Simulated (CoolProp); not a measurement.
The fluid at 232.92 K and 0.468 MPa flows at 0.11 m/s in a round tube of 25 mm bore and 0.25 µm roughness, fully developed (64/Re and Nu = 3.66 if laminar; Colebrook and Gnielinski if turbulent). The same conditions are run with several fluids, on thermodynamics alone (safety and materials aside).

Computed with CoolProp (reference Helmholtz-energy equation of state of each fluid (normal hydrogen: Leachman 2009; oxygen: Schmidt 1985; methane: Setzmann 1991; CF4 (R14): Platzer 1990)). The equations of Platzer and Polt are older, rougher fits.

| fluid | Reynolds number | Darcy friction factor | pressure drop (Pa/m) | heat-transfer coefficient (W/(m² K)) | mass flow (kg/h) |
|---|---|---|---|---|---|
| normal hydrogen | 178 | 0.360 | 0.0423 | (withheld) | (withheld) |
| oxygen | (withheld) | 0.0503 | 0.0949 | 3.11 | 1.52 |
| methane | (withheld) | 0.0535 | 0.0511 | (withheld) | 0.768 |
| CF4 (R14) | (withheld) | (withheld) | 0.209 | 6.50 | (withheld) |

### Question
What belongs in the gaps?

### Answer

- normal hydrogen, heat-transfer coefficient (W/(m² K)): 22.4
- normal hydrogen, mass flow (kg/h): 0.0944
- oxygen, Reynolds number: 1270
- methane, Reynolds number: 1200
- methane, heat-transfer coefficient (W/(m² K)): 3.81
- CF4 (R14), Reynolds number: 4330
- CF4 (R14), Darcy friction factor: 0.0390
- CF4 (R14), mass flow (kg/h): 4.31

Transport values come from each fluid's own correlations; those of CF4 (R14) are estimates that may be off by 10 % or more.
